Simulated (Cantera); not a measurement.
A closed system holds: 1 mol MgO, 1.5 mol SO2, 3 mol O2, equilibrated at 1225 °C and 1200000 Pa.

Method: chemical equilibrium by Gibbs-energy minimisation in Cantera with the NASA 1993 tables (ideal gas, pure condensed phases). Candidate condensed phases: Mg, MgO, MgS, MgSO4, S; 14 gas species. Mutual solubility and eutectic melting of coexisting phases are not modelled. The numbers say what is thermodynamically allowed, not how fast it happens.

Base state: O2 0.809, SO2 0.171, SO3 0.0201 (mole fractions); condensed: MgO(s) + MgSO4(l).

Problem. What changes in the equilibrium state with this change: temperature from 1225 °C to 925 °C?

Solution. 
| species | before | after |
|---|---|---|
| O2 | 0.809 | 0.827 |
| SO2 | 0.171 | 0.0950 |
| SO3 | 0.0201 | 0.0781 |
| MgO(s), mol | 0.0935 | 0 |
| MgSO4(l), mol | 0.906 | 0 |
| MgSO4(s), mol | 0 | 1.00 |
